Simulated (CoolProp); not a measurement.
Vapour-liquid equilibrium of toluene (1) + n-dodecane (2) at 208.55 °C; x and y are mole fractions of (1).

Values from CoolProp's multi-fluid Helmholtz-energy mixture model, Lemmon 2006 and Lemmon 2004; pair parameters Bell 2016.

```csv
x,"bubble pressure, mixture model (bar)","bubble pressure, Raoult's law (bar)","y, mixture model","y, Raoult's law"
0.05,1.101,1.233,0.262,0.353
0.2,2.031,2.413,0.648,0.722
0.35,3.118,3.593,0.806,0.848
0.5,4.297,4.773,0.887,0.912
0.65,5.540,5.953,0.935,0.951
0.8,6.848,7.133,0.968,0.976
0.95,8.230,8.313,0.993,0.995
```

The largest gap from Raoult's law is -15.8 % in bubble pressure, at x = 0.2. No azeotrope shows between x = 0.05 and 0.95.

Pair parameters are fitted to limited data, so mixtures are less certain than the pure fluids.
